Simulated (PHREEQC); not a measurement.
Make-up at 20 °C: 160 mmol/kgw KOH, 17 mmol/kgw Na2SiO3 and 6.7 mmol/kgw KF. Closed to the air; pH follows from the charge balance.

Model: ion-association model, phreeqc.dat, run in PHREEQC.

The pH is 13.23. The ionic strength comes out as 0.212 mol/kgw and the activity of water comes out as 0.993. The density is 1.009 g/cm³ and the total alkalinity comes out as 194 meq/kg.

```tsv
species	molality	activity	log γ
K+	0.167	0.118	-0.149
OH-	0.166	0.117	-0.152
Na+	0.0339	0.0254	-0.127
H2SiO4-2	0.0112	0.00345	-0.513
F-	0.00664	0.00467	-0.152
H3SiO4-	0.00577	0.00413	-0.145
NaF	6.49e-5	6.81e-5	0.021
H4SiO4	1.86e-6	1.95e-6	0.021
```

This is a speciation only: nothing precipitates in the calculation. Complexes and solids missing from the database can't appear. SiF6-2 is the database's only silicon fluoride.
